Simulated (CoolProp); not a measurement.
A Linde-Hampson liquefier for carbon monoxide: isothermal reversible compression at 200 K from 1 atm to 15 MPa, throttling to 1 atm, return gas leaving the recuperator 2 K below the feed. Each further row changes one setting.

Values from CoolProp's reference Helmholtz-energy equation of state, Lemmon 2006. It is a short technical equation, of lower accuracy than the large ones.

```csv
case,liquid yield per pass,compression work (kJ/kg of gas)
as stated,[?],278
high pressure 30 MPa,0.276,[?]
warm-end temperature 230 K,[?],330
warm-end gap 7 K,[?],278
```

Task: Some entries are withheld; supply them.

Result: 
- as stated, liquid yield per pass: 0.221
- high pressure 30 MPa, compression work (kJ/kg of gas): 316
- warm-end temperature 230 K, liquid yield per pass: 0.147
- warm-end gap 7 K, liquid yield per pass: 0.209
